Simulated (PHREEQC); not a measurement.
A solution holds 0.0042 mol ZnCl2 and 9.3e-05 mol FeSO4 per kg of water, at 44 °C. Closed to the air; pH follows from the charge balance.

Computed with PHREEQC (ion-association model, wateq4f.dat).

No solid was allowed to form.

Problem. What pH does the model give?

Solution. pH 5.46.

Problem. In which forms is Cl present?

Solution. Cl- 98 %, ZnCl+ 1.5 % of the Cl.

Away from 25 °C the constants follow the database's enthalpies or fits; those with neither stay at their 25 °C values.
